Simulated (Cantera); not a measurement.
What does this Cantera script print?

```python
import numpy as np
import cantera as ct

gas = ct.Solution("h2o2.yaml")
gas.TPX = 1175, 88000, {'H2': 1.4, 'O2': 1, 'N2': 4.2}
inlet = ct.Reservoir(gas, clone=True)

reactor = ct.IdealGasConstPressureReactor(gas, energy="off", clone=False)
exhaust = ct.Reservoir(gas, clone=True)
tau = [26, 3.4, 0.45, 0.06, 0.0078, 0.001, 0.00014][0]
for a, b in ((inlet, reactor), (reactor, exhaust)):
    ct.MassFlowController(a, b, mdot=lambda t: reactor.mass / tau)
net = ct.ReactorNet([reactor])
show = ['H2', 'O2', 'O', 'H2O', 'H2O2', 'OH', 'HO2']

rows = []
print(f"{'tau/s':>10s}{'T/K':>9s}" + "".join(f"{s:>11s}" for s in show))
for tau in [26, 3.4, 0.45, 0.06, 0.0078, 0.001, 0.00014]:
    net.initial_time = 0.0
    net.advance(30 * tau)
    before = gas.X
    net.advance(40 * tau)
    drift = np.max(np.abs(gas.X - before) / (gas.X + 1e-9))
    rows.append([gas.T, *gas[show].X, drift])
    print(f"{tau:10.3e}{gas.T:9.1f}" + "".join(f"{x:11.3e}" for x in gas[show].X))
```

Output:

```
     tau/s      T/K         H2         O2          O        H2O       H2O2         OH        HO2
 2.600e+01   1175.0  3.036e-05  5.086e-02  3.894e-07  2.372e-01  6.257e-08  1.951e-05  1.186e-06
 3.400e+00   1175.0  1.269e-04  5.089e-02  1.844e-06  2.371e-01  2.311e-07  3.552e-05  4.567e-06
 4.500e-01   1175.0  4.755e-04  5.104e-02  9.529e-06  2.367e-01  9.281e-07  7.098e-05  1.380e-05
 6.000e-02   1175.0  1.551e-03  5.150e-02  4.660e-05  2.354e-01  2.554e-06  1.601e-04  2.982e-05
 7.800e-03   1175.0  4.711e-03  5.288e-02  2.015e-04  2.316e-01  4.524e-06  3.890e-04  4.832e-05
 1.000e-03   1175.0  1.387e-02  5.707e-02  7.432e-04  2.201e-01  6.416e-06  9.392e-04  6.425e-05
 1.400e-04   1175.0  3.749e-02  6.859e-02  2.213e-03  1.885e-01  7.393e-06  1.997e-03  7.711e-05
```

Cantera simulation using the H2/O2 subset of GRI-Mech 3.0, which has no nitrogen chemistry; the numbers are that mechanism's predictions, not measurements. The temperature is held fixed by assumption; the heat of reaction is taken as removed at once.
